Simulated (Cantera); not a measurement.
A freely propagating, adiabatic, planar premixed flame of 14.8 % CO, 14.8 % H2, 14.8 % O2, 55.6 % N2, equivalence ratio 1.0, unburnt at 623 K and 975 Torr; mixture-averaged transport, grid criteria slope 0.08 and curve 0.16, no radiation.

Model: GRI-Mech 3.0 (53 species, 325 reactions), integrated in Cantera. Burning velocities carry a grid error of a few per cent, more on coarse grids.

x: mole fraction of selected species; z is measured from the peak of heat release.

```
z (mm)  T (K)  u (m/s)    x CO     x H2    x O2      x OH    x CO2     x H2O
------  -----  -------  ------  -------  ------  --------  -------  --------
-1.26     623     4.43   0.148    0.148   0.148     <1e-8    <1e-8     <1e-8
-0.841    623     4.43   0.148    0.148   0.148     <1e-8    <1e-8     <1e-8
-0.631    623     4.43   0.148    0.148   0.148     <1e-8    <1e-8     <1e-8
-0.421    623     4.43   0.148    0.148   0.148     <1e-8    <1e-8   3.58e-7
-0.210    630     4.46   0.149    0.143   0.148   6.29e-6  4.45e-5  0.000283
-0.105    792     5.50   0.148    0.120   0.145  0.000512  0.00272    0.0116
0        1234     8.36   0.137   0.0587   0.111   0.00304   0.0172    0.0683
0.105    1565     10.5   0.110   0.0209  0.0663   0.00804   0.0466     0.115
0.210       ?     11.5       ?   0.0169       ?         ?        ?     0.122
0.421    1919     12.5  0.0693   0.0173  0.0406    0.0133   0.0922     0.124
0.841    2086     13.4  0.0614   0.0155  0.0351    0.0142    0.102     0.132
1.68     2237     14.2  0.0551   0.0126  0.0303    0.0138    0.110     0.140
3.36     2363     14.9  0.0476  0.00992  0.0256    0.0125    0.120     0.147
```

Task: Some entries are withheld; supply them.

Result: 
- 0.210, T (K): 1739
- 0.210, x CO: 0.0880
- 0.210, x O2: 0.0504
- 0.210, x OH: 0.0109
- 0.210, x CO2: 0.0707
